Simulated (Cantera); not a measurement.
Feed: 1 mol Si, a varied amount of Br2, 1.1 mol H2, equilibrated at 1.33 mbar.

Points: T (K) = 875, 925, 975, 1025, 1075, 1125, 1175, 1225, 1275, 1325, 1375, 1425; n(Br2) (mol) = 0.9, 1.2, 1.5, 2, 2.6, 3.5, 4.5, 5.9.

Cantera's Mixture.equilibrate('TP', solver="vcs", rtol=1e-11, max_steps=5000) on the NASA tables stopped like this:

```
ERROR: FAILURE its = 5001!

*******************************************************************************
CanteraError thrown by MultiPhase::equilibrate:
VCS solver failed. Return code: -1
*******************************************************************************
```

Task: What got this run through?

Result: One answer among several that fit: The failure is numerical, not chemical. The same input converged with solver="gibbs", rtol=1e-10, max_steps=50000, and the result passed a check of the equilibrium conditions:
```
    875        0.9  Si(cr)
    875        1.2  Si(cr)
    875        1.5  Si(cr)
    875          2  Si(cr)
    875        2.6  gas only
    875        3.5  gas only
    875        4.5  gas only
    875        5.9  gas only
    925        0.9  Si(cr)
    925        1.2  Si(cr)
    925        1.5  Si(cr)
    925          2  Si(cr)
    925        2.6  gas only
    925        3.5  gas only
    925        4.5  gas only
    925        5.9  gas only
    975        0.9  Si(cr)
    975        1.2  Si(cr)
    975        1.5  Si(cr)
    975          2  Si(cr)
    975        2.6  gas only
    975        3.5  gas only
    975        4.5  gas only
    975        5.9  gas only
   1025        0.9  Si(cr)
   1025        1.2  Si(cr)
   1025        1.5  Si(cr)
   1025          2  Si(cr)
   1025        2.6  gas only
   1025        3.5  gas only
   1025        4.5  gas only
   1025        5.9  gas only
   1075        0.9  Si(cr)
   1075        1.2  Si(cr)
   1075        1.5  Si(cr)
   1075          2  gas only
   1075        2.6  gas only
   1075        3.5  gas only
   1075        4.5  gas only
   1075        5.9  gas only
   1125        0.9  Si(cr)
   1125        1.2  Si(cr)
   1125        1.5  Si(cr)
   1125          2  gas only
   1125        2.6  gas only
   1125        3.5  gas only
   1125        4.5  gas only
   1125        5.9  gas only
   1175        0.9  Si(cr)
   1175        1.2  Si(cr)
   1175        1.5  Si(cr)
   1175          2  gas only
   1175        2.6  gas only
   1175        3.5  gas only
   1175        4.5  gas only
   1175        5.9  gas only
   1225        0.9  Si(cr)
   1225        1.2  Si(cr)
   1225        1.5  gas only
   1225          2  gas only
   1225        2.6  gas only
   1225        3.5  gas only
   1225        4.5  gas only
   1225        5.9  gas only
   1275        0.9  Si(cr)
   1275        1.2  Si(cr)
   1275        1.5  gas only
   1275          2  gas only
   1275        2.6  gas only
   1275        3.5  gas only
   1275        4.5  gas only
   1275        5.9  gas only
   1325        0.9  Si(cr)
   1325        1.2  Si(cr)
   1325        1.5  gas only
   1325          2  gas only
   1325        2.6  gas only
   1325        3.5  gas only
   1325        4.5  gas only
   1325        5.9  gas only
   1375        0.9  Si(cr)
   1375        1.2  Si(cr)
   1375        1.5  gas only
   1375          2  gas only
   1375        2.6  gas only
   1375        3.5  gas only
   1375        4.5  gas only
   1375        5.9  gas only
   1425        0.9  Si(cr)
   1425        1.2  Si(cr)
   1425        1.5  gas only
   1425          2  gas only
   1425        2.6  gas only
   1425        3.5  gas only
   1425        4.5  gas only
   1425        5.9  gas only
```

The gas is ideal and each condensed phase is pure. The tables' values for SiBr3 are old estimates.
